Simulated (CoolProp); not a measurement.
Carbon dioxide at 298.15 K and 4.57 MPa is compressed adiabatically to 12.4 MPa with isentropic efficiency 0.9. Each further row changes one setting.

The numbers come from the reference Helmholtz-energy equation of state, Span 1996 in CoolProp.

```csv
case,work (kJ/kg),final temperature (K),final density (kg/m³)
as stated,?,?,?
efficiency 1,?,?,240
efficiency 0.65,?,?,216
```

**Question.** What belongs in the gaps?

**Answer.** 
- as stated, work (kJ/kg): 50.4
- as stated, final temperature (K): 383.1
- as stated, final density (kg/m³): 235
- efficiency 1, work (kJ/kg): 45.3
- efficiency 1, final temperature (K): 380.1
- efficiency 0.65, work (kJ/kg): 69.7
- efficiency 0.65, final temperature (K): 395.4
